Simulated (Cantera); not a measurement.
Charge: 1 mol MgO, a varied amount of SiCl4, 13 mol O2, held at 975 °C and 0.0330 Torr.

Cantera equilibrium calculation (NASA polynomials, part measured and part estimated; ideal gas, pure solids and liquids). Candidate condensed phases: Mg, MgCl2, MgO, MgSiO3, Mg2SiO4, Si, SiO2; 20 gas species. Mutual solubility and eutectic melting of coexisting phases are not modelled. The tables hold silica as quartz up to 1696 K and as liquid above; real silica turns to tridymite and cristobalite and melts near 1996 K. Condensed phases not in the tables: alloys, solid solutions and most ternary compounds. The numbers say what is thermodynamically allowed, not how fast it happens.

x: gas mole fraction; n: condensed amount in mol.

```
n(SiCl4) (mol)   x O2   x Cl   x Cl2   x MgCl2  n MgSiO3(s)  n Mg2SiO4(s)  n SiO2(β-quartz)
--------------  -----  -----  ------  --------  -----------  ------------  ----------------
0.52            0.867  0.121  0.0110  0.000831       0.0520         0.468                 0
0.64            0.842      ?       ?         ?            ?             ?                 0
0.8             0.810      ?       ?         ?            ?             ?                 0
1               0.773  0.197  0.0290   0.00137        0.979             0            0.0212
1.2             0.739  0.222  0.0371   0.00179        0.971             0             0.229
1.6             0.677  0.267  0.0535   0.00269        0.955             0             0.645
1.9             0.635  0.296  0.0656   0.00341        0.940             0             0.960
2.4             0.573  0.337  0.0853   0.00466        0.913             0              1.49
3               0.508  0.378   0.107   0.00624        0.876             0              2.12
3.7             0.442  0.418   0.131   0.00818        0.826             0              2.87
4.7             0.363  0.464   0.162    0.0111        0.742             0              3.96
```

**Question.** What belongs in the gaps?

**Answer.** 
- 0.8, x Cl: 0.167
- 0.8, x Cl2: 0.0210
- 0.8, x MgCl2: 0.00164
- 0.8, n MgSiO3(s): 0.625
- 0.8, n Mg2SiO4(s): 0.175
- 0.64, x Cl: 0.142
- 0.64, x Cl2: 0.0151
- 0.64, x MgCl2: 0.00116
- 0.64, n MgSiO3(s): 0.297
- 0.64, n Mg2SiO4(s): 0.343
